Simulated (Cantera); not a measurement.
Cantera run, input and output.

```python
import numpy as np
import cantera as ct

gas = ct.Solution("gri30.yaml")
gas.TPX = 1250, 130, {'H2': 0.1, 'O2': 1, 'N2': 0.31}
reactor = ct.IdealGasConstPressureReactor(gas, energy="off", clone=False)
net = ct.ReactorNet([reactor])
net.rtol, net.atol = 1e-08, 1e-18
show = ['H2', 'O2', 'N2O', 'OH', 'H']
times = np.geomspace(4e-06, 30, 10)

steps = ct.SolutionArray(gas, extra=["t"])
rows = []
print(f"{'t/s':>10s}{'T/K':>9s}{'P/Pa':>11s}" + "".join(f"{s:>11s}" for s in show))
for t in times:
    while net.time < t:
        t_next = net.step()
        steps.append(gas.state, t=t_next)
    rows.append([np.interp(t, steps.t, y) for y in (steps.T, steps.P, *steps(*show).X.T)])
    print(f"{t:10.3e}{rows[-1][0]:9.1f}{rows[-1][1]:11.4g}" + "".join(f"{x:11.3e}" for x in rows[-1][2:]))
rate = np.gradient(steps.T, steps.t)
print("integrator steps:", len(steps.t))
if steps.T.max() > steps.T[0] + 200:
    print(f"time of steepest temperature rise: {steps.t[rate.argmax()]:.4e} s")
gas.TPX = 1250, 130, {'H2': 0.1, 'O2': 1, 'N2': 0.31}
gas.equilibrate("TP")
print(f"equilibrium (TP): T = {gas.T:.1f} K  " + "  ".join(f"{s} {gas[s].X[0]:.3e}" for s in show))
```

Result:

```
       t/s      T/K       P/Pa         H2         O2        N2O         OH          H
 4.000e-06   1250.0        130  7.092e-02  7.092e-01  5.247e-19  1.859e-13  4.447e-11
 2.322e-05   1250.0        130  7.092e-02  7.092e-01  3.064e-18  6.066e-12  2.533e-10
 1.349e-04   1250.0        130  7.092e-02  7.092e-01  1.839e-17  1.795e-10  1.337e-09
 7.830e-04   1250.0        130  7.092e-02  7.092e-01  1.271e-16  3.779e-09  6.623e-09
 4.546e-03   1250.0        130  7.092e-02  7.092e-01  1.497e-15  2.497e-07  2.744e-07
 2.640e-02   1250.0        130  2.873e-03  6.586e-01  6.492e-11  5.919e-03  1.725e-02
 1.533e-01   1250.0        130  1.846e-03  6.576e-01  2.402e-10  5.032e-03  1.519e-02
 8.899e-01   1250.0        130  1.588e-03  6.645e-01  2.601e-10  4.692e-03  1.166e-02
 5.167e+00   1250.0        130  6.730e-04  6.852e-01  3.739e-10  3.101e-03  2.918e-03
 3.000e+01   1250.0        130  4.863e-05  6.974e-01  7.381e-10  8.407e-04  5.417e-05
integrator steps: 1054
equilibrium (TP): T = 1250.0 K  H2 8.471e-08  O2 6.984e-01  N2O 3.669e-10  OH 3.516e-05  H 3.928e-09
```

Detailed kinetics in Cantera: GRI-Mech 3.0 (53 species, 325 reactions). Radical loss at walls, strong at low pressure, is not modelled. The temperature is held fixed by assumption; the heat of reaction is taken as removed at once.
